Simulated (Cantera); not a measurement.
An isothermal, constant-pressure homogeneous reactor starts with CH4 : H2O = 1 : 1.6 (molar parts), at 1825 K and 4.93 atm.

Model: GRI-Mech 3.0 (53 species, 325 reactions), integrated in Cantera.

x: mole fraction; the columns are a selection and need not sum to one.

```json
[
 {"t (s)": "1.00e-5", "x CH4": "0.378", "x H2O": "0.614", "x HCO": "6.43e-9", "x CH2O": "1.32e-5", "x CH2CO": "3.05e-9"},
 {"t (s)": "4.84e-5", "x CH4": "[?]", "x H2O": "0.604", "x HCO": "[?]", "x CH2O": "[?]", "x CH2CO": "[?]"},
 {"t (s)": "0.000234", "x CH4": "0.232", "x H2O": "0.550", "x HCO": "4.05e-8", "x CH2O": "4.38e-5", "x CH2CO": "5.85e-5"},
 {"t (s)": "0.00113", "x CH4": "0.110", "x H2O": "0.480", "x HCO": "1.85e-8", "x CH2O": "1.39e-5", "x CH2CO": "9.68e-5"},
 {"t (s)": "0.00548", "x CH4": "0.0454", "x H2O": "0.402", "x HCO": "1.84e-8", "x CH2O": "4.30e-6", "x CH2CO": "8.10e-5"},
 {"t (s)": "0.0265", "x CH4": "0.0309", "x H2O": "0.284", "x HCO": "4.17e-8", "x CH2O": "1.54e-6", "x CH2CO": "3.20e-5"},
 {"t (s)": "0.128", "x CH4": "0.0166", "x H2O": "0.171", "x HCO": "7.50e-8", "x CH2O": "5.51e-7", "x CH2CO": "5.31e-6"},
 {"t (s)": "0.620", "x CH4": "[?]", "x H2O": "0.125", "x HCO": "9.08e-8", "x CH2O": "[?]", "x CH2CO": "[?]"},
 {"t (s)": "3.00", "x CH4": "5.79e-6", "x H2O": "0.121", "x HCO": "9.23e-8", "x CH2O": "2.84e-7", "x CH2CO": "2.89e-10"}
]
```

### Question
Complete the blanks.

### Answer

- 4.84e-5, x CH4: 0.341
- 4.84e-5, x HCO: 6.86e-8
- 4.84e-5, x CH2O: 8.61e-5
- 4.84e-5, x CH2CO: 2.15e-6
- 0.620, x CH4: 0.00291
- 0.620, x CH2O: 3.16e-7
- 0.620, x CH2CO: 2.36e-7
